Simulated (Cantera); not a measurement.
A perfectly stirred reactor is fed with 3.74 % CO, 0.187 % H₂, 5.23 % CH₄, 12.4 % O₂, 78.4 % N₂, at 1.00 atm; it is adiabatic with a 375 K inlet, and is followed from long to short residence time, starting on the burning branch (τ in s: 0.42, 0.17, 0.073, 0.03, 0.013, 0.0052, 0.0022, 0.0009, 0.00038, 0.00016, 6.5e-05, 2.7e-05).

Model: GRI-Mech 3.0 (53 species, 325 reactions), integrated in Cantera.

One state of this run: T (K) = 1668; x CO = 0.0175; x H₂ = 0.00567; x CH₄ = 0.000113; x H₂O₂ = 3.03e-7; x C₂H₄ = 7.38e-8; x C₂H = 1.18e-10; x CH₃ = 2.19e-5. x: mole fraction; the columns are a selection and need not sum to one.

Q: Which value of τ (s) does it belong to?
(A) 0.073
(B) 2.7e-5
(C) 0.42
(D) 0.0022

A: D, 0.0022
